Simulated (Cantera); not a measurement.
Standard-state values (1 bar) from the NASA 1993 polynomials, evaluated with Cantera. Values are per mole of reaction as written; species without (g) are pure solids or liquids, kept so even where they would boil at 1 bar.

3 Cl2(g) + 2 BF3(g) ⇌ 2 BCl3(g) + 3 F2(g), with ΔH° = 1465.4 kJ and ΔS° = 10.9 J/K at 300 K.

### Question
How far is the shortcut ΔG° ≈ ΔH°(300 K) − T·ΔS°(300 K) from the full temperature-dependent value at 1898, 1923, 1948, 1973, 1998, 2023 K?

### Answer
```
T (K)  shortcut (kJ)  full (kJ)  difference (kJ)  difference in log10 K
-----  -------------  ---------  ---------------  ---------------------
1898          1444.8     1422.8             22.0                  -0.60
1923          1444.5     1422.1             22.4                  -0.61
1948          1444.2     1421.3             22.9                  -0.61
1973          1444.0     1420.6             23.4                  -0.62
1998          1443.7     1419.9             23.8                  -0.62
2023          1443.4     1419.1             24.3                  -0.63
```
The shortcut ignores the heat-capacity change of the reaction.
